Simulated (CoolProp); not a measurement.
The numbers come from the reference Helmholtz-energy equation of state, Lemmon 2006 in CoolProp. It is a short technical equation, of lower accuracy than the large ones.

For carbonyl sulfide, give the phase and the isothermal compressibility (1/MPa), fugacity coefficient at 401.2 K and 6.6 MPa; 554.4 K and 6.6 MPa; 576.2 K and 6.6 MPa.


- 401.2 K and 6.6 MPa: supercritical; isothermal compressibility 0.300, fugacity coefficient 0.718
- 554.4 K and 6.6 MPa: supercritical; isothermal compressibility 0.167, fugacity coefficient 0.906
- 576.2 K and 6.6 MPa: supercritical; isothermal compressibility 0.164, fugacity coefficient 0.919
